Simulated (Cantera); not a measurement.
A Cantera script and what it prints.

```python
import numpy as np
import cantera as ct

gas_names = """
    C CH CH2 CH3 CH2OH CH3O CH4 CH3OH CO CO2 COOH C2 C2H CHCO,ketyl C2H2,acetylene C2H2,vinylidene
    CH2CO,ketene C2H3,vinyl CH3CO,acetyl C2H4 C2H4O,ethylen CH3CHO,ethanal CH3COOH (HCOOH)2 C2H5 C2H6
    CH3OCH3 C2H5OH C2O C3 C3H3,propargyl C3H4,allene C3H4,propyne C3H4,cyclo- C3H5,allyl C3H6,propylene
    C3H6,cyclo- C3H6O C3H7,n-propyl C3H7,i-propyl C3H8 C3H8O,1propanol C3H8O,2propanol C3O2 C4 C4H2
    C4H4,1,3-cyclo- C4H6,butadiene C4H6,2-butyne C4H6,cyclo- C4H8,1-butene C4H8,cis2-buten
    C4H8,tr2-butene C4H8,isobutene C4H8,cyclo- (CH3COOH)2 C4H9,n-butyl C4H9,i-butyl C4H9,s-butyl
    C4H9,t-butyl C4H10,isobutane C4H10,n-butane C5 C5H6,1,3cyclo- C5H8,cyclo- C5H10,1-pentene
    C5H10,cyclo- C5H11,pentyl C5H11,t-pentyl C5H12,n-pentane C5H12,i-pentane CH3C(CH3)2CH3 C6H2
    C6H5,phenyl C6H5O,phenoxy C6H6 C6H5OH,phenol C6H10,cyclo- C6H12,1-hexene C6H12,cyclo- C6H13,n-hexyl
    C7H7,benzyl C7H8 C7H8O,cresol C7H14,1-heptene C7H15,n-heptyl C7H16,n-heptane C8H8,styrene
    C8H10,ethylbenz C8H16,1-octene C8H17,n-octyl C8H18,isooctane C8H18,n-octane C9H19,n-nonyl
    C10H8,naphthale C10H21,n-decyl C12H9,o-bipheny C12H10,bipheny Ca CaO CaOH CaO2H2 Ca2 H HCO HO2 H2
    HCHO,formaldehy HCOOH H2O H2O2 O OH O2 O3
""".split()
cond_names = """
    C(gr) C6H6(L) C7H8(L) C8H18(L),n-octa Ca(a) Ca(b) Ca(L) CaCO3(caL) CaO(s) CaO(L) CaO2H2(s) H2O(s)
    H2O(L)
""".split()


def load(file, names, dense=False):
    # The tables refer to 1 bar. Condensed volumes are neglected.
    table = {s.name: s for s in ct.Species.list_from_file(file)}
    out = []
    for n in names:
        d = dict(table[n].input_data)
        d["thermo"] = dict(d["thermo"], **{"reference-pressure": 1e5})
        if dense:
            d["equation-of-state"] = {"model": "constant-volume", "density": "1e6 g/cm^3"}
        out.append(ct.Species.from_dict(d))
    return out


gas = ct.Solution(thermo="ideal-gas", species=load("nasa_gas.yaml", gas_names))
cond = {s.name: ct.Solution(thermo="fixed-stoichiometry", species=[s], name=s.name)
        for s in load("nasa_condensed.yaml", cond_names, dense=True)}
atoms = {
    'Ca(OH)2': {'Ca': 1, 'O': 2, 'H': 2},
    'CO2': {'C': 1, 'O': 2},
    'H2': {'H': 2},
}
top_T = {'C(gr)': 4500}  # K; cautious upper limits of use, not melting points


def equilibrate(T, P, feed):
    n = {}
    for name, mol in feed.items():
        for a, k in atoms[name].items():
            n[a] = n.get(a, 0.0) + k * mol
    gas.TPX = T, P, n
    mass = sum(n.values()) * gas.mean_molecular_weight
    gas.equilibrate("TP")
    valid = [c for c in cond.values() if c.min_temp <= T <= top_T.get(c.name, c.max_temp)]
    mix = ct.Mixture([(gas, mass / gas.mean_molecular_weight)] + [(c, 0.0) for c in valid])
    mix.T, mix.P = T, P
    mix.equilibrate("TP", solver="vcs", rtol=1e-11, max_steps=5000)
    return mix


results = []
feed = {'Ca(OH)2': 1, 'CO2': 7.4, 'H2': 1.6}  # mol
T = 848.15  # K
for P in [10, 42, 180, 750, 3200, 13000, 56000, 240000, 1000000]:
    mix = equilibrate(T, P, feed)
    results.append((T, P, feed, dict(zip(mix.species_names, mix.species_moles))))

top = {s: max(r[3][s] / sum(r[3][g] for g in gas_names) for r in results) for s in gas_names}
cols = sorted((s for s in top if top[s] > 1e-06), key=lambda s: -top[s])[:8]
seen = [c for c in cond_names if any(r[3].get(c, 0) > 1e-12 for r in results)]
print("log10 of partial pressures in bar; condensed amounts in mol")
print(f"{'P/Pa':>10s}" + "".join(f"{s[:9]:>10s}" for s in cols + seen))
for T, P, feed, n in results:
    ng = sum(n[g] for g in gas_names)
    print(f"{P:10.4g}" + "".join(f"{np.log10(max(n[s] / ng * P / 1e5, 1e-99)):10.3f}" for s in cols)
          + "".join(f"{n.get(c, 0):10.4g}" for c in seen))
```

Output:

```
log10 of partial pressures in bar; condensed amounts in mol
      P/Pa       CO2       H2O        CO        H2       CH4     C(gr) CaCO3(caL    CaO(s)
        10    -4.184    -4.732    -5.069    -5.127   -15.046         0         0         1
        42    -3.561    -4.109    -4.445    -4.504   -13.176         0         0         1
       180    -2.929    -3.477    -3.813    -3.872   -11.280         0         0         1
       750    -2.331    -2.823    -3.175    -3.177    -9.211         0         1         0
      3200    -1.701    -2.193    -2.545    -2.547    -7.321         0         1         0
   1.3e+04    -1.092    -1.584    -1.936    -1.939    -5.495         0         1         0
   5.6e+04    -0.457    -0.950    -1.306    -1.308    -3.608         0         1         0
   2.4e+05     0.182    -0.313    -0.718    -0.723    -1.901         0         1         0
     1e+06     0.822     0.324    -0.267    -0.275    -0.745     0.024         1         0
```

These are equilibrium values from Cantera (NASA tables, ideal gas, pure condensed phases), not measurements of a reactor.
